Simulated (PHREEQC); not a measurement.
Dissolve 73 mmol/kgw HF and 4.2 mmol/kgw NaF at 20 °C. Closed to the air; pH follows from the charge balance.

Computed with PHREEQC (ion-association model, phreeqc.dat).

```json
{
  "pH": "2.22",
  "ionic_strength": "0.0108 mol/kgw",
  "total_alkalinity": "-73.0 meq/kg"
}
```

| species | molality | activity | log γ |
|---|---|---|---|
| HF | 0.0643 | 0.0645 | 0.001 |
| F- | 0.00871 | 0.00782 | -0.047 |
| H+ | 0.00659 | 0.00601 | -0.040 |
| Na+ | 0.00418 | 0.00377 | -0.045 |
| HF2- | 0.00206 | 0.00186 | -0.046 |
| NaF | 1.69e-5 | 1.70e-5 | 0.001 |

This is a speciation only: nothing precipitates in the calculation.
